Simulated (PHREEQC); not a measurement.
Make-up at 50 °C: 0.031 mol/kgw KH2PO4, 0.0022 mol/kgw NiSO4, 0.00047 mol/kgw K3PO4 and 0.018 mol/kgw HF. Closed to the air; pH follows from the charge balance.

Model: ion-association model, wateq4f.dat, run in PHREEQC.

No solid was allowed to form.

**Question.** What pH does the model give?

**Answer.** pH 3.02.

**Question.** In which forms is F present?

**Answer.** HF 62 %, F- 33 %, HF2- 3.2 %, H2F2 1.4 %, NiF+ 0.6 % of the F.

H3PO4, which wateq4f.dat lacks, is added to it with the constant of phreeqc.dat. At this temperature some constants are extrapolated from 25 °C, and those without enthalpy data are left unchanged. The database has no phosphate complexes of Ni.
